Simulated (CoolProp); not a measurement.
Vapour-liquid equilibrium of acetone (1) + dimethyl carbonate (2) at 288 kPa; x and y are mole fractions of (1).

Values from CoolProp's multi-fluid Helmholtz-energy mixture model, Lemmon 2006 and Zhou 2011; pair parameters Bell 2016.

| x | bubble temperature (K) | y at the bubble point | dew temperature at overall composition x (K) | liquid density (mol/L) |
|---|---|---|---|---|
| 0.05 | 396.9 | 0.117 | 398.7 | 10.31 |
| 0.15 | 391.6 | 0.303 | 396.0 | 10.51 |
| 0.25 | 387.0 | 0.447 | 393.1 | 10.71 |
| 0.35 | 383.1 | 0.563 | 390.1 | 10.90 |
| 0.45 | 379.5 | 0.660 | 386.9 | 11.09 |
| 0.55 | 376.1 | 0.743 | 383.5 | 11.28 |
| 0.65 | 373.0 | 0.815 | 379.9 | 11.47 |
| 0.75 | 370.1 | 0.878 | 375.9 | 11.67 |
| 0.85 | 367.3 | 0.932 | 371.4 | 11.87 |
| 0.95 | 364.7 | 0.979 | 366.4 | 12.07 |

No azeotrope shows between x = 0.05 and 0.95.

The pair parameters rest on a limited set of measurements; away from them the model extrapolates. The gap from Raoult's law changes sign with composition, which may be real or a fault of the pair parameters; it wasn't checked against measurements.
